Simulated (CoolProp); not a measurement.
Vapour-liquid equilibrium of propylene (1) + R115 (2) at -66.25 °C; x and y are mole fractions of (1).

Values from CoolProp's multi-fluid Helmholtz-energy mixture model, Lemmon 2013 and Lemmon 2016; pair parameters Bell 2016.

```json
[
 {"x": "0.05", "bubble pressure (MPa)": "0.02878", "y at the bubble point": "[?]", "dew pressure at overall composition x (MPa)": "0.02611", "liquid density (mol/L)": "10.75"},
 {"x": "0.125", "bubble pressure (MPa)": "0.03348", "y at the bubble point": "0.334", "dew pressure at overall composition x (MPa)": "0.02775", "liquid density (mol/L)": "10.98"},
 {"x": "0.2", "bubble pressure (MPa)": "0.03720", "y at the bubble point": "0.442", "dew pressure at overall composition x (MPa)": "0.02959", "liquid density (mol/L)": "11.23"},
 {"x": "0.275", "bubble pressure (MPa)": "0.04001", "y at the bubble point": "0.515", "dew pressure at overall composition x (MPa)": "0.03166", "liquid density (mol/L)": "11.48"},
 {"x": "0.35", "bubble pressure (MPa)": "[?]", "y at the bubble point": "0.567", "dew pressure at overall composition x (MPa)": "[?]", "liquid density (mol/L)": "11.75"},
 {"x": "0.425", "bubble pressure (MPa)": "0.04346", "y at the bubble point": "[?]", "dew pressure at overall composition x (MPa)": "0.03659", "liquid density (mol/L)": "12.04"},
 {"x": "0.5", "bubble pressure (MPa)": "[?]", "y at the bubble point": "[?]", "dew pressure at overall composition x (MPa)": "0.03944", "liquid density (mol/L)": "12.35"},
 {"x": "0.575", "bubble pressure (MPa)": "0.04500", "y at the bubble point": "0.664", "dew pressure at overall composition x (MPa)": "0.04235", "liquid density (mol/L)": "12.67"},
 {"x": "0.65", "bubble pressure (MPa)": "0.04535", "y at the bubble point": "0.689", "dew pressure at overall composition x (MPa)": "0.04473", "liquid density (mol/L)": "13.02"},
 {"x": "0.725", "bubble pressure (MPa)": "0.04544", "y at the bubble point": "0.718", "dew pressure at overall composition x (MPa)": "0.04542", "liquid density (mol/L)": "13.40"},
 {"x": "0.8", "bubble pressure (MPa)": "0.04519", "y at the bubble point": "0.754", "dew pressure at overall composition x (MPa)": "0.04449", "liquid density (mol/L)": "[?]"},
 {"x": "0.875", "bubble pressure (MPa)": "0.04433", "y at the bubble point": "[?]", "dew pressure at overall composition x (MPa)": "0.04287", "liquid density (mol/L)": "14.24"},
 {"x": "0.95", "bubble pressure (MPa)": "0.04230", "y at the bubble point": "0.899", "dew pressure at overall composition x (MPa)": "0.04103", "liquid density (mol/L)": "14.70"}
]
```

Question: Complete the blanks.

Answer: 
- 0.05, y at the bubble point: 0.168
- 0.35, bubble pressure (MPa): 0.04204
- 0.35, dew pressure at overall composition x (MPa): 0.03399
- 0.425, y at the bubble point: 0.606
- 0.5, bubble pressure (MPa): 0.04440
- 0.5, y at the bubble point: 0.637
- 0.8, liquid density (mol/L): 13.80
- 0.875, y at the bubble point: 0.808

y crosses x between x = 0.65 and 0.725: the model has an azeotrope there.

The pair parameters rest on a limited set of measurements; away from them the model extrapolates.
